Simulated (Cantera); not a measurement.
Feed: 1 mol NiS, 8.8 mol H2, held at 625 K and 1.60 mbar.

Method: chemical equilibrium by Gibbs-energy minimisation in Cantera with the NASA 1993 tables (ideal gas, pure condensed phases). Candidate condensed phases: Ni, NiS, NiS2, Ni3S2, Ni3S4, S; 9 gas species. The numbers say what is thermodynamically allowed, not how fast it happens.

Base state: H2 0.962, H2S 0.0379 (mole fractions); condensed: Ni3S2(s).

**Question.** What changes in the equilibrium state with this change: temperature from 625 K to 1875 K?

**Answer.** 
```
species        before    after
-------------  ------  -------
H2              0.962    0.895
S2              <1e-9   0.0387
Ni              <1e-9   0.0240
H2S            0.0379  0.00598
H               <1e-9   0.0155
SH              <1e-9  0.00989
S               <1e-9  0.00653
NiS             <1e-9  0.00416
Ni3S2(s), mol   0.333        0
Ni(l), mol          0    0.729
```

**Question.** What changes in the equilibrium state with this change: temperature from 625 K to 1623 K?

**Answer.** 
```
species        before     after
-------------  ------  --------
H2              0.962     0.951
S2              <1e-9    0.0283
H2S            0.0379    0.0134
Ni              <1e-9  0.000413
SH              <1e-9   0.00417
H               <1e-9   0.00169
Ni3S2(s), mol   0.333         0
Ni(s), mol          0     0.517
Ni3S2(l), mol       0     0.159
```
Metal and sulfide melt together well below either melting point, which pure phases cannot show. Mutual solubility and eutectic melting of coexisting phases are not modelled.
